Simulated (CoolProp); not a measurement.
Model: reference Helmholtz-energy equation of state, Span 2000, in CoolProp.

Problem. For nitrogen, give the phase and the Joule-Thomson coefficient (K/MPa), viscosity (µPa s) at 11.15 °C and 1130 kPa.

Solution. 
- 11.15 °C and 1130 kPa: gas; Joule-Thomson coefficient 2.30, viscosity 17.3

Viscosity comes from a separate model (Lemmon 2004).
